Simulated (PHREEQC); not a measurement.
Reverse-osmosis permeate: an equilibrium model

Synthetic water in mmol/kgw, 25 °C, pH 5.92, pe -0.7:

| constituent | mmol/kgw |
|---|---|
| Na | 0.0448 |
| K | 0.0306 |
| Ca | 0.0375 |
| Mg | 0.018 |
| Cl | 0.0264 |
| S(6) | 0.0525 |
| Alkalinity (meq/kgw) | 0.0529 |
| Mn(2) | 0.000617 |

Cl is adjusted to close the charge balance.
Valence states are taken as typed.

Model: ion-association model, phreeqc.dat, run in PHREEQC.

Each row changes one thing in this solution. This is a speciation only: nothing precipitates in the calculation.

| case | CO2 (mol/kgw) | HCO3- (mol/kgw) | CaSO4 (mol/kgw) | MgSO4 (mol/kgw) | CaHCO3+ (mol/kgw) | NaSO4- (mol/kgw) | SI of Rhodochrosite (MnCO3) | SI of Gypsum (CaSO4:2H2O) |
|---|---|---|---|---|---|---|---|---|
| as made | 0.000143 | 5.41e-5 | 2.94e-7 | 1.85e-7 | 2.37e-8 | 1.08e-8 | -3.80 | -4.20 |
| pH from 5.92 to 6.92 at the same alkalinity | (withheld) | (withheld) | 2.94e-7 | 1.86e-7 | 2.32e-8 | 1.08e-8 | -2.81 | -4.20 |
| all concentrations times 3 at the same typed pH | 0.000418 | 0.000160 | 2.30e-6 | 1.46e-6 | 1.96e-7 | 9.05e-8 | (withheld) | -3.31 |
| Mn(2) from 0.000617 to 0.000309 mmol/kgw | 0.000143 | 5.41e-5 | 2.94e-7 | 1.85e-7 | 2.37e-8 | 1.08e-8 | (withheld) | -4.20 |

Question: Complete the blanks.

Answer: 
- pH from 5.92 to 6.92 at the same alkalinity, CO2 (mol/kgw): 1.40e-5
- pH from 5.92 to 6.92 at the same alkalinity, HCO3- (mol/kgw): 5.28e-5
- all concentrations times 3 at the same typed pH, SI of Rhodochrosite (MnCO3): -2.89
- Mn(2) from 0.000617 to 0.000309 mmol/kgw, SI of Rhodochrosite (MnCO3): -4.10
